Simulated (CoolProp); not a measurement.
Hydrogen chloride along the isobar 5.83 MPa: density (kg/m³) from the reference equation and from simpler models built on Tc = 324.7 K, pc = 8.314 MPa, ω = 0.130; each cubic takes its own stable root.

Model: reference Helmholtz-energy equation of state, Thol 2018, in CoolProp.

```csv
T (K),phase,reference
239.9,liquid,1056
244.5,liquid,1042
249.1,liquid,1028
253.6,liquid,1013
258.2,liquid,998.2
262.8,liquid,982.3
267.4,liquid,965.7
272,liquid,948.4
276.6,liquid,930.0
281.1,liquid,911.0
285.7,liquid,890.1
290.3,liquid,867.5
294.9,liquid,842.4
299.5,liquid,813.8
304.1,liquid,779.8
308.7,gas,150.2
```

How far does each simpler model (van der Waals, Peng-Robinson) lie from the reference over these 16 states: mean and median of the absolute difference, and the worst?


- van der Waals: mean 44.4 %, median 40.2 %, worst -83.4 % at 304.1 K and 5.83 MPa
- Peng-Robinson: mean 4.6 %, median 4.1 %, worst -10.6 % at 304.1 K and 5.83 MPa

At some of these states van der Waals gives the other phase, because its saturation line lies elsewhere.
